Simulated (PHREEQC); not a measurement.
Make-up at 25 °C: 13 mmol/kgw NaOH, 4.5 mmol/kgw H3BO3 and 0.18 mmol/kgw Na2CO3. Closed to the air; pH follows from the charge balance.

All values are PHREEQC results (ion-association model, wateq4f.dat), not measurements.

```json
{
 "pH": "11.88",
 "ionic_strength": "0.0135 mol/kgw",
 "total_alkalinity": "13.4 meq/kg"
}
```

```
species  molality  activity   log γ
-------  --------  --------  ------
Na+        0.0133    0.0119  -0.050
OH-       0.00851   0.00755  -0.052
H2BO3-    0.00449   0.00396  -0.054
CO3-2    0.000153   9.72e-5  -0.196
NaCO3-    2.41e-5   2.15e-5  -0.049
H3BO3     9.11e-6   9.14e-6   0.001
HCO3-     3.08e-6   2.75e-6  -0.049
NaHCO3    1.83e-8   1.83e-8   0.001
```

Precipitation was switched off in this run.
